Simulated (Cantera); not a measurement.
Input: 1 mol SiO2, 190 mol H2, 37 mol N2, at 750 Torr.

Equilibrium computed with Cantera from the NASA thermochemical tables; the gas is ideal and each condensed phase is pure. Candidate condensed phases: H2O, Si, SiO2, Si2N2O, Si3N4; 35 gas species. N2 is the only nitrogen source here; it is nearly inert below about 1500 K, so the nitride shown seldom forms there in practice. The numbers say what is thermodynamically allowed, not how fast it happens.

### Question
At 627 °C, list the 4 most abundant gas species with their mole fractions, and the condensed phases.

### Answer
H2 0.837, N2 0.163, NH3 0.000374, H2O 3.88e-5. Condensed: SiO2(β-quartz) + Si2N2O(s).
